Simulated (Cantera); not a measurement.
A perfectly stirred reactor is fed with CO : O2 : H2O : N2 = 0.0018 : 0.05 : 0.016 : 1 (molar parts), equivalence ratio 0.018, at 120000 Pa; it is held at 1298 K, and followed from long to short residence time.

Computed with Cantera and GRI-Mech 3.0 (53 species, 325 reactions).

Task: Predict: x(CO) at τ = 0.600 s; x(O2) at τ = 0.600 s; x(H2O) at τ = 0.600 s; x(H) at τ = 0.600 s; x(O) at τ = 0.600 s; x(CO) at τ = 65.0 ms; x(O2) at τ = 65.0 ms; x(H2O) at τ = 65.0 ms; x(H) at τ = 65.0 ms; x(O) at τ = 65.0 ms.

Result: 
```
Item                      Value
---------------------  --------
x(CO) at τ = 0.600 s    3.65e-5
x(O2) at τ = 0.600 s     0.0460
x(H2O) at τ = 0.600 s    0.0150
x(H) at τ = 0.600 s     5.74e-8
x(O) at τ = 0.600 s     2.64e-6
x(CO) at τ = 65.0 ms   0.000159
x(O2) at τ = 65.0 ms     0.0461
x(H2O) at τ = 65.0 ms    0.0150
x(H) at τ = 65.0 ms     4.71e-7
x(O) at τ = 65.0 ms     1.10e-5
```
